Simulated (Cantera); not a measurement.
Cantera run:

```python
import numpy as np
import cantera as ct

gas_names = [...]  # 110 gases of nasa_gas.yaml made of C, H, O
cond_names = """
    C(gr) C6H6(L) C7H8(L) C8H18(L),n-octa H2O(s) H2O(L)
""".split()


# ... load() reads the species with a 1 bar reference pressure and builds the phases ...
atoms = {
    'C2H2': {'C': 2, 'H': 2},
    'CO2': {'C': 1, 'O': 2},
}
top_T = {'C(gr)': 4500}  # K; cautious upper limits of use, not melting points


# ... equilibrate(T, P, feed) seeds the gas with the atoms and calls Mixture.equilibrate('TP', solver="vcs", rtol=1e-11, max_steps=5000) ...
results = []
feed = {'C2H2': 1, 'CO2': 4.8}  # mol
P = 13332.2  # Pa
for T in [650, 800, 950, 1100, 1250, 1400, 1550, 1700, 1850, 2000, 2150, 2300, 2450, 2600]:
    mix = equilibrate(T, P, feed)
    results.append((T, P, feed, dict(zip(mix.species_names, mix.species_moles))))
    x = sorted(zip(gas.X, gas.species_names), reverse=True)
    print(f"T = {T:g} K  P = {P:g} Pa  gas = {mix.phase_moles(0):.4g} mol")
    print("   x: " + "  ".join(f"{s} {v:.3e}" for v, s in x if v > 0.0001))
    print("   condensed (mol): " + ("  ".join(f"{mix.phase(i).name} {mix.phase_moles(i):.4g}"
          for i in range(1, mix.n_phases) if mix.phase_moles(i) > 1e-12) or "none"))
```

Result:

```
T = 650 K  P = 13332.2 Pa  gas = 5.426 mol
   x: CO2 8.073e-01  H2O 1.424e-01  H2 3.392e-02  CO 1.234e-02  CH4 3.991e-03
   condensed (mol): C(gr) 2.331
T = 800 K  P = 13332.2 Pa  gas = 6.275 mol
   x: CO2 6.244e-01  CO 2.178e-01  H2 9.304e-02  H2O 6.321e-02  CH4 1.551e-03
   condensed (mol): C(gr) 1.505
T = 950 K  P = 13332.2 Pa  gas = 7.799 mol
   x: CO 5.449e-01  CO2 3.269e-01  H2 9.599e-02  H2O 3.214e-02
   condensed (mol): none
T = 1100 K  P = 13332.2 Pa  gas = 7.8 mol
   x: CO 5.592e-01  CO2 3.126e-01  H2 8.184e-02  H2O 4.637e-02
   condensed (mol): none
T = 1250 K  P = 13332.2 Pa  gas = 7.8 mol
   x: CO 5.708e-01  CO2 3.010e-01  H2 7.024e-02  H2O 5.797e-02
   condensed (mol): none
T = 1400 K  P = 13332.2 Pa  gas = 7.8 mol
   x: CO 5.798e-01  CO2 2.920e-01  H2O 6.696e-02  H2 6.124e-02
   condensed (mol): none
T = 1550 K  P = 13332.2 Pa  gas = 7.8 mol
   x: CO 5.867e-01  CO2 2.851e-01  H2O 7.386e-02  H2 5.434e-02
   condensed (mol): none
T = 1700 K  P = 13332.2 Pa  gas = 7.8 mol
   x: CO 5.920e-01  CO2 2.798e-01  H2O 7.915e-02  H2 4.900e-02
   condensed (mol): none
T = 1850 K  P = 13332.2 Pa  gas = 7.801 mol
   x: CO 5.960e-01  CO2 2.757e-01  H2O 8.321e-02  H2 4.479e-02  H 3.123e-04
   condensed (mol): none
T = 2000 K  P = 13332.2 Pa  gas = 7.804 mol
   x: CO 5.990e-01  CO2 2.724e-01  H2O 8.622e-02  H2 4.137e-02  H 9.058e-04  OH 1.886e-04
   condensed (mol): none
T = 2150 K  P = 13332.2 Pa  gas = 7.812 mol
   x: CO 6.009e-01  CO2 2.696e-01  H2O 8.812e-02  H2 3.842e-02  H 2.264e-03  OH 6.707e-04
   condensed (mol): none
T = 2300 K  P = 13332.2 Pa  gas = 7.83 mol
   x: CO 6.019e-01  CO2 2.665e-01  H2O 8.852e-02  H2 3.568e-02  H 5.006e-03  OH 2.002e-03  O2 1.987e-04  O 1.918e-04
   condensed (mol): none
T = 2450 K  P = 13332.2 Pa  gas = 7.876 mol
   x: CO 6.026e-01  CO2 2.607e-01  H2O 8.642e-02  H2 3.299e-02  H 9.993e-03  OH 5.117e-03  O2 1.111e-03  O 1.029e-03
   condensed (mol): none
T = 2600 K  P = 13332.2 Pa  gas = 7.99 mol
   x: CO 6.054e-01  CO2 2.457e-01  H2O 7.997e-02  H2 3.045e-02  H 1.834e-02  OH 1.115e-02  O2 4.646e-03  O 4.345e-03
   condensed (mol): none
```

Method: chemical equilibrium by Gibbs-energy minimisation in Cantera with the NASA 1993 tables (ideal gas, pure condensed phases).
